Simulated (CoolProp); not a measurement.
Vapour pressure (MPa) of carbonyl sulfide: the reference equation beside estimates from Tc = 105.6 °C, pc = 6.369 MPa, ω = 0.098. Clausius-Clapeyron is anchored at 23.95 °C with a constant enthalpy of vaporisation of 14.79 kJ/mol.

Values from CoolProp's reference Helmholtz-energy equation of state, Lemmon 2006. It is a short technical equation, of lower accuracy than the large ones.

```
T (°C)  reference  Lee-Kesler  Clausius-Clapeyron  van der Waals  Redlich-Kwong  Soave-Redlich-Kwong
------  ---------  ----------  ------------------  -------------  -------------  -------------------
-22.15     0.3163      0.3152              0.4156         0.9595         0.3445               0.3148
-12.95     0.4335      0.4330              0.5339          1.159         0.4742               0.4327
-3.75      0.5807      0.5810              0.6744            [?]         0.6362               0.5812
5.55          [?]      0.7655              0.8407          1.639         0.8368               0.7669
14.75      0.9847      0.9868               1.031          1.919          1.076               0.9905
23.95       1.248       1.251               1.248          2.227          1.359                  [?]
33.25       1.564       1.567               1.497            [?]          1.694                1.580
42.45         [?]       1.932               1.773          2.939          2.077                1.952
51.65       2.351       2.355               2.081          3.341            [?]                2.383
60.95       2.843       2.846               2.423          3.779          3.019                2.884
70.15       3.399       3.403                 [?]          4.246          3.578                3.449
79.45       4.040       4.046               3.204          4.753            [?]                4.096
88.65       4.759       4.768               3.643          5.288          4.903                4.816
```

What belongs in the gaps?


- -3.75, van der Waals: 1.384
- 5.55, reference: 0.7643
- 23.95, Soave-Redlich-Kwong: 1.259
- 33.25, van der Waals: 2.570
- 42.45, reference: 1.929
- 51.65, Redlich-Kwong: 2.516
- 70.15, Clausius-Clapeyron: 2.795
- 79.45, Redlich-Kwong: 4.210

Absolute difference from the reference over all 13 rows, mean and median: Lee-Kesler 0.2 and 0.2 %, Clausius-Clapeyron 14.3 and 14.8 %, van der Waals 80.2 and 64.3 %, Redlich-Kwong 7.5 and 8.3 %, Soave-Redlich-Kwong 0.9 and 1.0 %.
